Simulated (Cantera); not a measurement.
A freely propagating, adiabatic, planar premixed flame of 29.8 % H2, 16.3 % O2, 53.9 % N2, equivalence ratio 0.91, unburnt at 300 K and 260000 Pa; mixture-averaged transport, grid criteria slope 0.08 and curve 0.16, no radiation.

Computed with Cantera and the H2/O2 subset of GRI-Mech 3.0, which has no nitrogen chemistry. The hydrogen kinetics of GRI-Mech 3.0 are dated; newer H2 mechanisms differ, most at raised pressure. Burning velocities carry a grid error of a few per cent, more on coarse grids.

Predict: laminar burning velocity; thermal thickness; peak x(O); peak x(HO2); peak x(OH).


| Quantity | Value |
|---|---|
| laminar burning velocity | 230 cm/s |
| thermal thickness | 0.101 mm |
| peak x(O) | 0.00921 |
| peak x(HO2) | 0.000907 |
| peak x(OH) | 0.0170 |
